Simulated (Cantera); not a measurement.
Equilibrium for fluorocarbon and chlorocarbon gases: CHF₃ + CH₄ + H₂

Feed: 1 mol CHF₃, 0.49 mol CH₄, 3.3 mol H₂, equilibrated at 1.60e-5 bar.

Cantera equilibrium calculation (NASA polynomials, part measured and part estimated; ideal gas, pure solids and liquids). Candidate condensed phases: C, C₆H₆, C₇H₈, C₈H₁₈; 110 gas species. Ions and electrons are included (thermal ionisation). Kinetics and transport are ignored.

From 2727 °C to 4727 °C nothing is condensed. The main C-bearing gas is C throughout.

```
T (°C)    x H    x F    x C      x HF
------  -----  -----  -----  --------
2727    0.678  0.203  0.101    0.0142
3227    0.680  0.213  0.106  0.000494
3727    0.680  0.213  0.106   3.78e-5
4227    0.680  0.213  0.105   5.06e-6
4727    0.677  0.213  0.101   1.00e-6
```
x: gas mole fraction; nothing condenses.
